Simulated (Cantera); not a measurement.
Input: 1 mol MgF2, 1.4 mol O2, 4.4 mol H2, equilibrated at 0.0100 bar.

Method: chemical equilibrium by Gibbs-energy minimisation in Cantera with the NASA 1993 tables (ideal gas, pure condensed phases). Candidate condensed phases: H2O, Mg, MgF2, MgO, Mg(OH)2; 31 gas species. Mutual solubility and eutectic melting of coexisting phases are not modelled. Equilibrium is a limit: real reactors are often held back by kinetics, nucleation or transport.

log p: log10 of the partial pressure in bar; n: condensed amount in mol.

```json
[
 {"T (K)": "948", "log p H2O": "-2.20", "log p HF": "-3.84", "log p H2": "-2.44", "log p MgF2": "?", "log p H": "-10.50", "log p OH": "-13.10", "n MgF2(s)": "0.968", "n MgO(s)": "0.0320"},
 {"T (K)": "998", "log p H2O": "-2.21", "log p HF": "-3.55", "log p H2": "-2.45", "log p MgF2": "?", "log p H": "-9.89", "log p OH": "-12.32", "n MgF2(s)": "0.937", "n MgO(s)": "0.0633"},
 {"T (K)": "1048", "log p H2O": "-2.23", "log p HF": "-3.28", "log p H2": "-2.45", "log p MgF2": "?", "log p H": "-9.34", "log p OH": "-11.61", "n MgF2(s)": "0.883", "n MgO(s)": "0.117"},
 {"T (K)": "1098", "log p H2O": "-2.25", "log p HF": "-3.05", "log p H2": "-2.46", "log p MgF2": "?", "log p H": "-8.84", "log p OH": "-10.98", "n MgF2(s)": "0.796", "n MgO(s)": "0.204"},
 {"T (K)": "1148", "log p H2O": "-2.28", "log p HF": "-2.85", "log p H2": "-2.47", "log p MgF2": "?", "log p H": "-8.38", "log p OH": "-10.42", "n MgF2(s)": "0.664", "n MgO(s)": "0.336"},
 {"T (K)": "1198", "log p H2O": "-2.34", "log p HF": "-2.67", "log p H2": "-2.49", "log p MgF2": "?", "log p H": "-7.97", "log p OH": "-9.91", "n MgF2(s)": "0.475", "n MgO(s)": "0.525"},
 {"T (K)": "1248", "log p H2O": "-2.41", "log p HF": "-2.52", "log p H2": "-2.51", "log p MgF2": "?", "log p H": "-7.59", "log p OH": "-9.48", "n MgF2(s)": "0.220", "n MgO(s)": "0.779"},
 {"T (K)": "1298", "log p H2O": "-2.48", "log p HF": "-2.43", "log p H2": "-2.53", "log p MgF2": "?", "log p H": "-7.23", "log p OH": "-9.07", "n MgF2(s)": "0", "n MgO(s)": "1.000"}
]
```

Task: Some entries are withheld; supply them.

Result: 
- 948, log p MgF2: -11.94
- 998, log p MgF2: -10.88
- 1048, log p MgF2: -9.92
- 1098, log p MgF2: -9.06
- 1148, log p MgF2: -8.27
- 1198, log p MgF2: -7.55
- 1248, log p MgF2: -6.89
- 1298, log p MgF2: -6.38
